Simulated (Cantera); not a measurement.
An adiabatic, constant-volume homogeneous reactor starts with CH4 : H2 : O2 : N2 = 1 : 1.2 : 2.17 : 8.15 (molar parts), at 1475 K and 4430 Torr. Integrator tolerance rtol = 1e-08.

Detailed kinetics in Cantera: GRI-Mech 3.0 (53 species, 325 reactions). Above 3000 K some thermodynamic fits are extrapolated.

Question: What does this change do: initial temperature 1475 to 1748 K?

Answer: 
```
quantity                                                              before                                      after
---------------------------------  -----------------------------------------  -----------------------------------------
time of steepest temperature rise                                    28.4 µs                                    7.53 µs
temperature at 0.100 s                                                3118 K                                     3201 K
equilibrium temperature                                               3118 K                                     3201 K
x(CH4) at 0.100 s                  1.60e-12 (gas-phase equilibrium 1.93e-12)  1.53e-12 (gas-phase equilibrium 1.87e-12)
x(H2) at 0.100 s                       0.0449 (gas-phase equilibrium 0.0449)      0.0497 (gas-phase equilibrium 0.0497)
x(O2) at 0.100 s                     0.00613 (gas-phase equilibrium 0.00613)    0.00818 (gas-phase equilibrium 0.00818)
x(H2O) at 0.100 s                        0.189 (gas-phase equilibrium 0.189)        0.176 (gas-phase equilibrium 0.176)
x(HCN) at 0.100 s                    5.30e-8 (gas-phase equilibrium 5.30e-8)    6.10e-8 (gas-phase equilibrium 6.10e-8)
x(NO) at 0.100 s                     0.00844 (gas-phase equilibrium 0.00844)      0.0106 (gas-phase equilibrium 0.0106)
x(CH2) at 0.100 s                  4.63e-12 (gas-phase equilibrium 4.91e-12)  7.27e-12 (gas-phase equilibrium 7.65e-12)
```

Question: What does this change do: CH4 1 to 0.63 parts?

Answer: 
```csv
quantity,before,after
time of steepest temperature rise,28.4 µs,14.5 µs
temperature at 0.100 s,3118 K,3026 K
equilibrium temperature,3118 K,3026 K
x(CH4) at 0.100 s,1.60e-12 (gas-phase equilibrium 1.93e-12),<1e-12 (gas-phase equilibrium <1e-12)
x(H2) at 0.100 s,0.0449 (gas-phase equilibrium 0.0449),0.0150 (gas-phase equilibrium 0.0150)
x(O2) at 0.100 s,0.00613 (gas-phase equilibrium 0.00613),0.0279 (gas-phase equilibrium 0.0279)
x(H2O) at 0.100 s,0.189 (gas-phase equilibrium 0.189),0.176 (gas-phase equilibrium 0.176)
x(HCN) at 0.100 s,5.30e-8 (gas-phase equilibrium 5.30e-8),4.33e-9 (gas-phase equilibrium 4.33e-9)
x(NO) at 0.100 s,0.00844 (gas-phase equilibrium 0.00844),0.0167 (gas-phase equilibrium 0.0167)
x(CH2) at 0.100 s,4.63e-12 (gas-phase equilibrium 4.91e-12),<1e-12 (gas-phase equilibrium <1e-12)
```
